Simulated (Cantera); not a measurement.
**Ammonia decomposition in nitride growth gas**

A perfectly stirred reactor is fed with 45.5 % NH3, 54.5 % N2, at 12000 Pa; it is held at 1825 K, and followed from long to short residence time.

Model: the gas-phase N/H chemistry of the illustrative SiF4/NH3 mechanism in the Surface Chemkin manual (1991), integrated in Cantera. Walls and surfaces, which speed up NH3 decomposition in real reactors, are not modelled.

```tsv
τ (s)	x NH3	x N2H2	x H2	x NH2	x H	x NH
3.2	0.149	3.82e-7	0.315	0.000165	0.000130	2.95e-6
1.6	0.218	6.27e-7	0.244	0.000216	8.95e-5	3.33e-6
0.83	0.287	9.04e-7	0.172	0.000263	5.86e-5	3.57e-6
0.42	0.349	1.18e-6	0.108	0.000305	3.52e-5	3.63e-6
0.21	0.395	1.40e-6	0.0616	0.000340	1.99e-5	3.47e-6
0.11	0.421	1.52e-6	0.0343	0.000365	1.12e-5	3.16e-6
0.054	0.438	1.57e-6	0.0171	0.000384	5.84e-6	2.74e-6
0.028	0.446	1.54e-6	0.00874	0.000392	3.11e-6	2.38e-6
0.014	0.450	1.42e-6	0.00411	0.000385	1.56e-6	2.04e-6
0.0071	0.452	1.19e-6	0.00184	0.000358	7.73e-7	1.70e-6
0.0036	0.454	8.24e-7	0.000730	0.000302	3.71e-7	1.29e-6
```
x: mole fraction; the columns are a selection and need not sum to one.
